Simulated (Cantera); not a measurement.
Charge: 1 mol MgO, 6.9 mol F2, at 1.33 mbar.

Method: chemical equilibrium by Gibbs-energy minimisation in Cantera with the NASA 1993 tables (ideal gas, pure condensed phases). Candidate condensed phases: Mg, MgF2, MgO; 14 gas species. Equilibrium is a limit: real reactors are often held back by kinetics, nucleation or transport.

x: gas mole fraction; n: condensed amount in mol.

```csv
T (K),x F,x MgF2,x F2,x O2,x O,x Mg2F4,x FO,n MgF2(s)
1048,0.911,9.00e-8,0.0463,0.0425,3.57e-9,<1e-12,8.12e-7,1.000
1098,0.938,…,…,0.0415,…,…,…,1.000
1148,0.949,4.05e-6,0.00964,0.0410,4.40e-8,4.63e-11,1.08e-6,1.000
1198,0.954,2.12e-5,0.00472,0.0408,1.33e-7,4.25e-10,1.22e-6,1.000
1248,0.957,9.70e-5,0.00243,0.0407,3.68e-7,3.24e-9,1.36e-6,0.999
1298,0.958,…,…,0.0407,…,…,…,0.995
1348,0.957,0.00143,0.000742,0.0406,2.25e-6,1.18e-7,1.64e-6,0.982
1398,0.954,0.00470,0.000434,0.0405,5.05e-6,5.81e-7,1.78e-6,0.942
1448,0.945,0.0142,0.000259,0.0401,1.07e-5,2.56e-6,1.89e-6,0.823
1498,0.921,0.0398,0.000155,0.0390,2.13e-5,1.01e-5,1.95e-6,0.490
1548,0.887,0.0752,9.32e-5,0.0376,4.05e-5,1.91e-5,1.98e-6,0
```

Task: Some entries are withheld; supply them.

Result: 
- 1298, x MgF2: 0.000393
- 1298, x F2: 0.00132
- 1298, x O: 9.43e-7
- 1298, x Mg2F4: 2.10e-8
- 1298, x FO: 1.50e-6
- 1098, x MgF2: 6.61e-7
- 1098, x F2: 0.0207
- 1098, x O: 1.32e-8
- 1098, x Mg2F4: 4.09e-12
- 1098, x FO: 9.49e-7
